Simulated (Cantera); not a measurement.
Cantera with NASA thermochemical tables; ideal gases at 1 bar, condensed phases pure. Values are per mole of reaction as written; species without (g) are pure solids or liquids, kept so even where they would boil at 1 bar.

2 AlCl(g) = Cl2(g) + 2 Al(g), with ΔH° = 762.3 kJ and ΔS° = 96.3 J/K at 300 K.

Q: How far is the shortcut ΔG° ≈ ΔH°(300 K) − T·ΔS°(300 K) from the full temperature-dependent value at 1100, 1175, 1250, 1325, 1400, 1475, 1550, 1625 K?

A: 
```json
[
 {"T (K)": "1100", "shortcut (kJ)": "656.4", "full (kJ)": "652.9", "difference (kJ)": "3.5", "difference in log10 K": "-0.16"},
 {"T (K)": "1175", "shortcut (kJ)": "649.2", "full (kJ)": "645.2", "difference (kJ)": "4.0", "difference in log10 K": "-0.18"},
 {"T (K)": "1250", "shortcut (kJ)": "641.9", "full (kJ)": "637.5", "difference (kJ)": "4.5", "difference in log10 K": "-0.19"},
 {"T (K)": "1325", "shortcut (kJ)": "634.7", "full (kJ)": "629.7", "difference (kJ)": "5.0", "difference in log10 K": "-0.20"},
 {"T (K)": "1400", "shortcut (kJ)": "627.5", "full (kJ)": "621.9", "difference (kJ)": "5.6", "difference in log10 K": "-0.21"},
 {"T (K)": "1475", "shortcut (kJ)": "620.3", "full (kJ)": "614.1", "difference (kJ)": "6.1", "difference in log10 K": "-0.22"},
 {"T (K)": "1550", "shortcut (kJ)": "613.0", "full (kJ)": "606.3", "difference (kJ)": "6.7", "difference in log10 K": "-0.23"},
 {"T (K)": "1625", "shortcut (kJ)": "605.8", "full (kJ)": "598.5", "difference (kJ)": "7.3", "difference in log10 K": "-0.23"}
]
```
The shortcut ignores the heat-capacity change of the reaction.
